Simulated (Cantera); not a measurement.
# Ammonia decomposition in nitride growth gas

An isothermal, constant-pressure homogeneous reactor starts with 71.9 % NH₃, 28.1 % N₂, at 2073 K and 0.987 atm.

Computed with Cantera and the gas-phase N/H chemistry of the illustrative SiF4/NH3 mechanism in the Surface Chemkin manual (1991). Walls and surfaces, which speed up NH3 decomposition in real reactors, are not modelled.

| t (s) | x NH₃ | x NH | x N₂H₄ | x NH₂ | x N₂H₂ |
|---|---|---|---|---|---|
| 2.00e-6 | 0.719 | 1.47e-8 | 1.04e-9 | 6.47e-5 | 4.01e-9 |
| 1.26e-5 | 0.719 | 1.05e-6 | 4.32e-8 | 0.000408 | 2.92e-7 |
| 7.96e-5 | 0.715 | 1.13e-5 | 6.95e-7 | 0.00163 | 6.56e-6 |
| 0.000502 | 0.692 | 1.55e-5 | 7.13e-7 | 0.00165 | 7.54e-6 |
| 0.00317 | 0.567 | 2.01e-5 | 4.27e-7 | 0.00128 | 5.41e-6 |
| 0.0200 | 0.207 | 1.68e-5 | 9.73e-8 | 0.000610 | 1.41e-6 |
| 0.126 | 0.00447 | 3.21e-6 | 3.74e-10 | 3.79e-5 | 1.11e-8 |
| 0.796 | 0.000167 | 1.67e-7 | <1e-12 | 1.67e-6 | 2.55e-11 |
| 5.02 | 2.34e-5 | 2.34e-8 | <1e-12 | 2.33e-7 | 1.53e-12 |
| 31.7 | 5.94e-6 | 5.93e-9 | <1e-12 | 5.92e-8 | 1.09e-12 |
| 200 | 5.39e-6 | 5.38e-9 | <1e-12 | 5.37e-8 | 1.08e-12 |
x: mole fraction; the columns are a selection and need not sum to one.

Equilibrium at this temperature and pressure: NH₃ 5.39e-6, NH 5.38e-9, N₂H₄ <1e-12, NH₂ 5.37e-8, N₂H₂ 1.08e-12 (gas phase only).
